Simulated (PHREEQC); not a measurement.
Solution (25 °C): 1.7 mmol/kgw Cu(BF4)2, 120 mmol/kgw H2SO4 and 61 mmol/kgw NaCl. It is in equilibrium with CO2 at log p = -1 (atm). Otherwise closed; pH follows from the charge balance.

Computed with PHREEQC (ion-association model, phreeqc.dat).

Each row changes one thing in this solution. No solid was allowed to form.

```tsv
case	pH	ionic strength (mol/kgw)	HSO4- (mol/kgw)	Na+ (mol/kgw)	SO4-2 (mol/kgw)	NaSO4- (mol/kgw)	SI of Halite (NaCl)
as made	0.94	0.229	0.0948	0.0591	0.0228	0.00189	-4.29
H2SO4 from 0.12 to 0.012 mol/kgw	1.81	0.0891	0.00464	___	0.00635	___	___
Cu(BF4)2 replaced by LiF at the same molality	0.94	0.227	0.0951	0.0591	___	0.00190	-4.29
H2SO4 replaced by NaHSO4 at the same molality	1.37	0.272	0.0649	0.171	0.0445	0.0100	-3.85
Cu(BF4)2 left out	0.94	0.227	0.0954	0.0591	___	0.00189	-4.29
Cu(BF4)2 from 0.0017 to 0.00187 mol/kgw	0.94	0.230	0.0948	0.0591	0.0228	0.00189	-4.30
```

Problem. Complete the blanks.

Solution. 
- H2SO4 from 0.12 to 0.012 mol/kgw, Na+ (mol/kgw): 0.0603
- H2SO4 from 0.12 to 0.012 mol/kgw, NaSO4- (mol/kgw): 0.000739
- H2SO4 from 0.12 to 0.012 mol/kgw, SI of Halite (NaCl): -4.22
- Cu(BF4)2 replaced by LiF at the same molality, SO4-2 (mol/kgw): 0.0229
- Cu(BF4)2 left out, SO4-2 (mol/kgw): 0.0227

Real BF4- forms and hydrolyses slowly; the run takes it at equilibrium.
